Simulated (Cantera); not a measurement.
Input: 1 mol SiH₂Cl₂, 0.48 mol Cl₂, 9 mol N₂, equilibrated at 1548.15 K and 5.20 mbar.

Method: chemical equilibrium by Gibbs-energy minimisation in Cantera with the NASA 1993 tables (ideal gas, pure condensed phases). Candidate condensed phases: NH₄Cl, Si, Si₃N₄; 28 gas species. The tables' values for SiCl₃ are old estimates; treat these amounts as uncertain. Equilibrium is a limit: real reactors are often held back by kinetics, nucleation or transport.

Base state: N₂ 0.785, HCl 0.0962, SiCl₂ 0.0731, H₂ 0.0398, SiCl₃ 0.00469, SiCl₄ 0.000843, Cl 0.000165, H 8.53e-5 (mole fractions); condensed: Si₃N₄(s).

Problem. What changes in the equilibrium state with this change: temperature from 1548.15 K to 1273 K?

Solution. 
```tsv
species	before	after
N₂	0.785	0.799
HCl	0.0962	0.145
SiCl₄	0.000843	0.0275
SiCl₂	0.0731	0.00396
H₂	0.0398	0.0205
H	8.53e-5	1.42e-6
Cl	0.000165	8.50e-6
SiHCl₃	4.26e-5	0.000155
SiCl₃	0.00469	0.00407
Si₃N₄(s), mol	0.0348	0.206
```
N₂ is the only nitrogen source here; it is nearly inert below about 1500 K, so the nitride shown seldom forms there in practice.

Problem. What changes in the equilibrium state with this change: pressure from 5.20 mbar to 1.33 mbar?

Solution. 
| species | before | after |
|---|---|---|
| N₂ | 0.785 | 0.785 |
| SiCl₂ | 0.0731 | 0.0849 |
| HCl | 0.0962 | 0.0810 |
| H₂ | 0.0398 | 0.0466 |
| SiCl₄ | 0.000843 | 0.000152 |
| SiHCl₃ | 4.26e-5 | 1.07e-5 |
| SiCl | 9.88e-6 | 2.91e-5 |
| SiCl₃ | 0.00469 | 0.00215 |
| Si₃N₄(s), mol | 0.0348 | 0 |
The tables' values for SiCl₃, SiCl are old estimates; treat these amounts as uncertain.

Problem. What changes in the equilibrium state with this change: pressure from 5.20 mbar to 6.60 mbar?

Solution. 
| species | before | after |
|---|---|---|
| N₂ | 0.785 | 0.785 |
| HCl | 0.0962 | 0.0998 |
| SiCl₂ | 0.0731 | 0.0700 |
| H₂ | 0.0398 | 0.0382 |
| SiCl₄ | 0.000843 | 0.00115 |
| SiHCl₃ | 4.26e-5 | 5.37e-5 |
| Si₃N₄(s), mol | 0.0348 | 0.0436 |
